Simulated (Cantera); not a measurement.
## Low-pressure radical oxidation in H2/O2

A perfectly stirred reactor is fed with H₂ : O₂ = 0.044 : 1 (molar parts), at 0.0320 bar; it is held at 1000 K, and followed from long to short residence time.

Detailed kinetics in Cantera: GRI-Mech 3.0 (53 species, 325 reactions). Radical loss at walls, strong at low pressure, is not modelled. The temperature is held fixed by assumption; the heat of reaction is taken as removed at once.

```tsv
τ (s)	x H₂	x O₂	x OH	x H₂O₂	x H
6.5	0.000113	0.957	0.000100	1.10e-7	3.65e-6
1.2	0.000303	0.956	0.000186	1.66e-7	1.96e-5
0.24	0.000742	0.956	0.000353	2.46e-7	9.55e-5
0.046	0.00182	0.954	0.000702	3.71e-7	0.000464
0.0088	0.00452	0.950	0.00137	5.29e-7	0.00196
0.0017	0.0116	0.946	0.00222	6.66e-7	0.00521
0.00032	0.0306	0.951	0.00172	4.33e-7	0.00329
```
x: mole fraction; the columns are a selection and need not sum to one.
